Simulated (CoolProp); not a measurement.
Benzene along the isotherm 346.85 °C: density (kg/m³) from the reference equation and from simpler models built on Tc = 288.9 °C, pc = 4906 kPa, ω = 0.211; each cubic takes its own stable root.

Computed with CoolProp (reference Helmholtz-energy equation of state, Thol 2012).

```json
[
 {"p (kPa)": "155", "phase": "gas", "reference": "2.367"},
 {"p (kPa)": "251", "phase": "gas", "reference": "3.852"},
 {"p (kPa)": "405", "phase": "gas", "reference": "6.265"},
 {"p (kPa)": "654", "phase": "gas", "reference": "10.25"},
 {"p (kPa)": "1060", "phase": "gas", "reference": "16.99"},
 {"p (kPa)": "1710", "phase": "gas", "reference": "28.46"},
 {"p (kPa)": "2760", "phase": "gas", "reference": "49.19"},
 {"p (kPa)": "4460", "phase": "gas", "reference": "91.29"},
 {"p (kPa)": "7200", "phase": "supercritical", "reference": "208.9"},
 {"p (kPa)": "11600", "phase": "supercritical", "reference": "427.7"},
 {"p (kPa)": "18800", "phase": "supercritical", "reference": "521.5"},
 {"p (kPa)": "30400", "phase": "supercritical", "reference": "585.3"},
 {"p (kPa)": "49100", "phase": "supercritical", "reference": "641.3"}
]
```

Task: How far does each simpler model (ideal gas, Redlich-Kwong, Peng-Robinson) lie from the reference over these 13 states: mean and median of the absolute difference, and the worst?

Result: 
- ideal gas: mean 19.4 %, median 15.0 %, worst -58.9 % at 346.85 °C and 11600 kPa
- Redlich-Kwong: mean 2.6 %, median 0.8 %, worst -9.7 % at 346.85 °C and 11600 kPa
- Peng-Robinson: mean 1.9 %, median 1.2 %, worst -7.3 % at 346.85 °C and 11600 kPa
